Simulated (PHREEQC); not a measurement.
Consider water at 25 °C with 16 mmol/kgw MgSO4. Closed to the air; pH follows from the charge balance.

The numbers come from PHREEQC with the ion-association model, phreeqc.dat.

```
quantity                   before    after
------------------------  -------  -------
pH                           6.85     6.55
ionic strength (mol/kgw)   0.0404   0.0348
Mg+2 (mol/kgw)             0.0101  0.00869
SO4-2 (mol/kgw)            0.0101  0.00869
MgSO4 (mol/kgw)           0.00591  0.00731
MgOH+ (mol/kgw)           1.57e-7  3.73e-7
```

Name the change that produced these shifts.
A. MgSO4 from 0.016 to 0.0032 mol/kgw
B. 0.00029 mol/kgw CO2 added
C. temperature from 25 to 45 °C

C, temperature from 25 to 45 °C

Precipitation was switched off in this run. At this temperature some constants are extrapolated from 25 °C, and those without enthalpy data are left unchanged.
